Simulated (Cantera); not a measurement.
What does this Cantera script print?

```python
import numpy as np
import cantera as ct

gas_names = [...]  # 123 gases of nasa_gas.yaml made of C, H, O, S
cond_names = """
    C(gr) C6H6(L) C7H8(L) C8H18(L),n-octa H2O(s) H2O(L) H2SO4(L) S(cr1) S(cr2) S(L)
""".split()


# ... load() reads the species with a 1 bar reference pressure and builds the phases ...
atoms = {
    'CO2': {'C': 1, 'O': 2},
    'SO2': {'S': 1, 'O': 2},
    'H2': {'H': 2},
}
top_T = {'C(gr)': 4500}  # K; cautious upper limits of use, not melting points


# ... equilibrate(T, P, feed) seeds the gas with the atoms and calls Mixture.equilibrate('TP', solver="vcs", rtol=1e-11, max_steps=5000) ...
results = []
T = 2250  # K
P = 520  # Pa
for m in [0.02, 0.035, 0.05, 0.065, 0.08, 0.095, 0.11, 0.12, 0.14, 0.15, 0.17]:
    feed = {'CO2': 1, 'SO2': m, 'H2': 6.5}  # mol
    mix = equilibrate(T, P, feed)
    results.append((T, P, feed, dict(zip(mix.species_names, mix.species_moles))))

top = {s: max(r[3][s] / sum(r[3][g] for g in gas_names) for r in results) for s in gas_names}
cols = sorted((s for s in top if top[s] > 0.0001), key=lambda s: -top[s])[:5]
seen = [c for c in cond_names if any(r[3].get(c, 0) > 1e-12 for r in results)]
print("log10 of partial pressures in bar; condensed amounts in mol")
print(f"{'n(SO2)':>10s}" + "".join(f"{s[:9]:>10s}" for s in cols + seen))
for T, P, feed, n in results:
    ng = sum(n[g] for g in gas_names)
    print(f"{feed['SO2']:10.4g}" + "".join(f"{np.log10(max(n[s] / ng * P / 1e5, 1e-99)):10.3f}" for s in cols)
          + "".join(f"{n.get(c, 0):10.4g}" for c in seen))
```

It prints:

```
log10 of partial pressures in bar; condensed amounts in mol
    n(SO2)        H2       H2O        CO         H        SO
      0.02    -2.465    -3.190    -3.194    -3.362    -5.362
     0.035    -2.467    -3.181    -3.195    -3.363    -5.119
      0.05    -2.470    -3.173    -3.196    -3.364    -4.964
     0.065    -2.472    -3.165    -3.197    -3.365    -4.850
      0.08    -2.475    -3.157    -3.198    -3.367    -4.760
     0.095    -2.477    -3.150    -3.199    -3.368    -4.685
      0.11    -2.480    -3.142    -3.200    -3.369    -4.621
      0.12    -2.482    -3.138    -3.201    -3.370    -4.583
      0.14    -2.485    -3.128    -3.203    -3.372    -4.516
      0.15    -2.487    -3.124    -3.203    -3.372    -4.485
      0.17    -2.490    -3.115    -3.205    -3.374    -4.431
```

Cantera equilibrium calculation (NASA polynomials, part measured and part estimated; ideal gas, pure solids and liquids).
